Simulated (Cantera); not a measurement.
Cantera run:

```python
import numpy as np
import cantera as ct

gas_names = """
    H HNO HNO2 HNO3 HO2 H2 H2O H2O2 N NH NH2 NH3 NH2OH NO NO2 NO3 N2 N2H2 N2H4 N2O O OH O2 O3 Si SiH
    SiH2 SiH3 SiH4 SiN SiO SiO2 Si2 Si2N Si3
""".split()
cond_names = """
    H2O(s) H2O(L) Si(cr) Si(L) SiO2(Lqz) SiO2(hqz) SiO2(L) Si2N2O(s) Si3N4(a)
""".split()


# ... load() reads the species with a 1 bar reference pressure and builds the phases ...
atoms = {
    'Si2H6': {'Si': 2, 'H': 6},
    'H2O': {'H': 2, 'O': 1},
    'N2': {'N': 2},
}
top_T = {'Si2N2O(s)': 2100, 'Si3N4(a)': 2400}  # K; cautious upper limits of use, not melting points


# ... equilibrate(T, P, feed) seeds the gas with the atoms and calls Mixture.equilibrate('TP', solver="vcs", rtol=1e-11, max_steps=5000) ...
results = []
T = 1973.15  # K
P = 9.2  # Pa
for m in [18, 30, 42, 53, 65, 77, 89, 100, 110, 120]:
    feed = {'Si2H6': 1, 'H2O': 0.47, 'N2': m}  # mol
    mix = equilibrate(T, P, feed)
    results.append((T, P, feed, dict(zip(mix.species_names, mix.species_moles))))

top = {s: max(r[3][s] / sum(r[3][g] for g in gas_names) for r in results) for s in gas_names}
cols = sorted((s for s in top if top[s] > 1e-05), key=lambda s: -top[s])[:8]
seen = [c for c in cond_names if any(r[3].get(c, 0) > 1e-12 for r in results)]
print("log10 of partial pressures in bar; condensed amounts in mol")
print(f"{'n(N2)':>10s}" + "".join(f"{s[:9]:>10s}" for s in cols + seen))
for T, P, feed, n in results:
    ng = sum(n[g] for g in gas_names)
    print(f"{feed['N2']:10.4g}" + "".join(f"{np.log10(max(n[s] / ng * P / 1e5, 1e-99)):10.3f}" for s in cols)
          + "".join(f"{n.get(c, 0):10.4g}" for c in seen))
```

It prints:

```
log10 of partial pressures in bar; condensed amounts in mol
     n(N2)        N2        H2        Si         H       SiO       SiH       SiN       Si2
        18    -4.162    -4.958    -5.237    -5.348    -5.745    -7.856    -7.874    -7.986
        30    -4.117    -5.153    -5.413    -5.446    -5.922    -8.130    -8.028    -8.339
        42    -4.097    -5.293    -5.538    -5.516    -6.048    -8.326    -8.143    -8.589
        53    -4.085    -5.395    -5.627    -5.567    -6.137    -8.466    -8.226    -8.768
        65    -4.077    -5.488    -5.708    -5.613    -6.218    -8.592    -8.302    -8.928
        77    -4.071    -5.567    -5.775    -5.653    -6.286    -8.700    -8.367    -9.063
        89    -4.067    -5.636    -5.834    -5.687    -6.344    -8.792    -8.424    -9.180
       100    -4.064    -5.692    -5.881    -5.715    -6.392    -8.868    -8.469    -9.275
       110    -4.062    -5.739    -5.920    -5.739    -6.431    -8.931    -8.507    -9.353
       120    -4.060    -5.782    -5.956    -5.760    -6.467    -8.988    -8.542    -9.425
```

Method: chemical equilibrium by Gibbs-energy minimisation in Cantera with the NASA 1993 tables (ideal gas, pure condensed phases). The feed counts by its element totals alone. The tables' values for SiN are old estimates; treat these amounts as uncertain.
